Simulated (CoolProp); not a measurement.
Oxygen at 309.71 K and 0.248 MPa flows at 0.055 m/s in a round tube of 25 mm bore and 0.25 µm roughness, fully developed (64/Re and Nu = 3.66 if laminar; Colebrook and Gnielinski if turbulent). Each further row changes one setting.

Model: reference Helmholtz-energy equation of state, Schmidt 1985, in CoolProp.

| case | Reynolds number | Darcy friction factor | pressure drop (Pa/m) | heat-transfer coefficient (W/(m² K)) | mass flow (kg/h) |
|---|---|---|---|---|---|
| as stated | ___ | ___ | 0.0597 | 4.00 | ___ |
| velocity 0.11 m/s | 400 | 0.160 | ___ | 4.00 | ___ |
| diameter 50 mm | 400 | 0.160 | 0.0149 | 2.00 | ___ |

Task: Fill in the missing entries.

Result: 
- as stated, Reynolds number: 200
- as stated, Darcy friction factor: 0.320
- as stated, mass flow (kg/h): 0.300
- velocity 0.11 m/s, pressure drop (Pa/m): 0.119
- velocity 0.11 m/s, mass flow (kg/h): 0.600
- diameter 50 mm, mass flow (kg/h): 1.20

Above 300 K oxygen's equation is extrapolated.

Viscosity comes from a separate model (Lemmon 2004). Thermal conductivity comes from a separate model (Lemmon 2004).
